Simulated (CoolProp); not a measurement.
A single-stage vapour-compression cycle with propylene: evaporating at 307.15 K (dew point), condensing at 332.15 K (bubble point), superheat 8 K, subcooling 5 K, compressor efficiency 0.6, no pressure losses. Each further row changes one setting.

Model: reference Helmholtz-energy equation of state, Lemmon 2013, in CoolProp.

```tsv
case	cooling COP	pressure ratio	discharge temperature (K)	refrigerating effect (kJ/kg)	volumetric capacity (kJ/m³)
as stated	6.13	1.73	352.3	275	7980
evaporating temperature 312.15 K	7.94	1.54	349.7	279	9140
condensing temperature 327.15 K	7.96	1.56	345.2	291	8420
subcooling 10 K	6.47	1.73	352.3	291	8430
superheat 18 K	6.16	1.73	362.5	296	8050
compressor efficiency 0.5	5.11	1.73	356.2	275	7980
```
